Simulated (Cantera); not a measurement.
An isothermal, constant-pressure homogeneous reactor starts with 25.6 % CH₄, 74.4 % CO₂, at 1650 K and 10.0 bar.

Cantera simulation using GRI-Mech 3.0 (53 species, 325 reactions); the numbers are that mechanism's predictions, not measurements.

x: mole fraction; the columns are a selection and need not sum to one.

```csv
t (s),x CH₄,x CO₂,x C₂H,x CH₂,x H₂O₂,x CH₃,x HCO
1.00e-5,0.256,0.744,<1e-12,3.34e-9,<1e-12,0.000160,1.76e-11
3.83e-5,0.255,0.743,1.67e-12,6.72e-9,<1e-12,0.000228,2.50e-10
0.000147,0.252,0.743,3.54e-11,1.38e-8,<1e-12,0.000327,1.62e-9
0.000562,0.237,0.736,9.55e-10,…,<1e-12,…,…
0.00215,0.193,0.694,7.31e-9,1.50e-8,<1e-12,0.000275,3.34e-9
0.00825,0.113,0.565,1.97e-8,1.90e-8,<1e-12,0.000172,7.32e-9
0.0316,0.0327,0.369,3.57e-8,3.51e-8,3.70e-12,7.29e-5,1.76e-8
0.121,…,…,…,…,2.55e-12,…,…
0.464,0.0127,0.191,3.28e-9,3.15e-9,1.26e-12,2.00e-5,4.68e-8
1.78,0.00271,0.159,8.65e-11,2.78e-10,<1e-12,3.87e-6,5.50e-8
6.81,1.52e-5,0.154,<1e-12,1.31e-12,<1e-12,2.16e-8,5.66e-8
26.1,1.21e-6,0.154,<1e-12,<1e-12,<1e-12,1.72e-9,5.66e-8
100,1.21e-6,0.154,<1e-12,<1e-12,<1e-12,1.72e-9,5.66e-8
```

Q: Complete the blanks.

A: 
- 0.000562, x CH₂: 2.10e-8
- 0.000562, x CH₃: 0.000389
- 0.000562, x HCO: 3.62e-9
- 0.121, x CH₄: 0.0186
- 0.121, x CO₂: 0.266
- 0.121, x C₂H: 1.75e-8
- 0.121, x CH₂: 1.51e-8
- 0.121, x CH₃: 3.65e-5
- 0.121, x HCO: 3.20e-8
